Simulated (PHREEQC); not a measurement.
A solution holds 2.9 mmol/kgw LiOH and 6.1 mmol/kgw CO2, at 25 °C. Closed to the air; pH follows from the charge balance.

Model: ion-association model, wateq4f.dat, run in PHREEQC.

This is a speciation only: nothing precipitates in the calculation.

Task: What pH, ionic strength does the model give?

Result: pH 6.28; ionic strength 0.00290 mol/kgw.

Task: In which forms is C present?

Result: CO2 52 %, HCO3- 48 % of the C.
